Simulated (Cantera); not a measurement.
**Gas-phase reforming**

A perfectly stirred reactor is fed with CH₄ : H₂O = 1 : 0.6 (molar parts), at 143 Torr; it is held at 1750 K, and followed from long to short residence time.

Model: GRI-Mech 3.0 (53 species, 325 reactions), integrated in Cantera. GRI-Mech 3.0 stops at C3 and has no aromatics, soot or wall deposition, so with more carbon than oxygen in the feed, carbon stays in small species such as C2H2 where larger ones or solid carbon would form.

| τ (s) | x CH₄ | x H₂O | x H | x C₂H₄ | x H₂ | x O₂ | x C₂H |
|---|---|---|---|---|---|---|---|
| 0.62 | 0.0437 | 0.129 | 0.000386 | 0.000642 | 0.620 | 7.77e-11 | 5.16e-7 |
| 0.19 | 0.0758 | 0.189 | 0.000337 | 0.00101 | 0.551 | 1.55e-10 | 5.84e-7 |
| 0.060 | 0.132 | 0.237 | 0.000277 | 0.00197 | 0.472 | 2.42e-10 | 5.62e-7 |
| 0.019 | 0.223 | 0.275 | 0.000211 | 0.00453 | 0.373 | 3.47e-10 | 4.52e-7 |
| 0.0059 | 0.348 | 0.312 | 0.000143 | 0.00997 | 0.250 | 4.70e-10 | 2.88e-7 |
| 0.0019 | 0.477 | 0.345 | 7.79e-5 | 0.0150 | 0.126 | 4.51e-10 | 1.17e-7 |
| 0.00058 | 0.581 | 0.368 | 2.50e-5 | 0.00857 | 0.0323 | 1.48e-10 | 1.21e-8 |
| 0.00018 | 0.618 | 0.374 | 5.59e-6 | 0.000997 | 0.00388 | 7.96e-12 | 1.44e-10 |
x: mole fraction; the columns are a selection and need not sum to one.
